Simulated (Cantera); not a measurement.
**Equilibrium for fluorocarbon and chlorocarbon gases: CH3Cl + HCl + H2**

Input: 1 mol CH3Cl, 0.019 mol HCl, 5.7 mol H2, held at 1.10 Pa.

These are equilibrium values from Cantera (NASA tables, ideal gas, pure condensed phases), not measurements of a reactor. Candidate condensed phases: C, C6H6, C7H8, C8H18; 91 gas species. Equilibrium is a limit: real reactors are often held back by kinetics, nucleation or transport.

```
T (K)    x H      x H2     x HCl    x Cl      x C      x C3      x C2  x C2H2 (acetylene)  n C(graphite)
-----  -----  --------  --------  ------  -------  --------  --------  ------------------  -------------
1923   0.230     0.655    0.0912  0.0241  4.93e-7   3.50e-7   2.93e-8            0.000295          0.995
2123   0.601     0.309    0.0366  0.0523  3.36e-5   4.36e-5   3.75e-6            0.000512          0.986
2323   0.857    0.0681   0.00705  0.0637  0.00110   0.00232  0.000207            0.000330          0.863
2523   0.893    0.0114   0.00115  0.0637   0.0128    0.0152   0.00227             5.16e-5              0
2723   0.886   0.00225  0.000229  0.0627   0.0415   0.00483   0.00282             1.56e-6              0
2923   0.878  0.000552   5.70e-5  0.0621   0.0585  0.000238  0.000885             1.98e-8              0
3123   0.877  0.000164   1.72e-5  0.0620   0.0605   7.74e-6  0.000189            2.62e-10              0
```
x: gas mole fraction; n: condensed amount in mol.

From 1923 K to 2323 K the condensed part is C(graphite). From 2523 K to 3123 K nothing is condensed. The main C-bearing gas is C2H2 (acetylene) at 1923 K and C at 3123 K.
